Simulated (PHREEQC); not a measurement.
## Acid rinse or clean

Make-up at 75 °C: 0.022 mol HBr per kg of water. It is in equilibrium with CO2 at log p = -2 (atm). Otherwise closed; pH follows from the charge balance.

All values are PHREEQC results (ion-association model, wateq4f.dat), not measurements.

Each row changes one thing in this solution. This is a speciation only: nothing precipitates in the calculation.

| case | pH | HCO3- (mol/kgw) |
|---|---|---|
| as made | 1.72 | 3.85e-9 |
| HBr replaced by BaBr2 at the same molality | 5.01 | 8.27e-6 |
| HBr from 0.022 to 0.0198 mol/kgw | 1.76 | 4.23e-9 |
| HBr replaced by KBr at the same molality | 5.09 | 9.19e-6 |
| temperature from 75 to 50 °C | 1.71 | 6.00e-9 |

Away from 25 °C the constants follow the database's enthalpies or fits; those with neither stay at their 25 °C values.
